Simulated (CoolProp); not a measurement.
Dimethyl carbonate at 293.15 K and 0.00459 MPa is throttled through a valve to 0.000367 MPa with no heat exchange. Each further row changes one setting.

The numbers come from the reference Helmholtz-energy equation of state, Zhou 2011 in CoolProp.

| case | final density (kg/m³) |
|---|---|
| as stated | (withheld) |
| outlet pressure 0.00011 MPa | (withheld) |
| outlet pressure 0.000477 MPa | (withheld) |

### Question
Complete the blanks.

### Answer

- as stated, final density (kg/m³): 0.0136
- outlet pressure 0.00011 MPa, final density (kg/m³): 0.00407
- outlet pressure 0.000477 MPa, final density (kg/m³): 0.0176
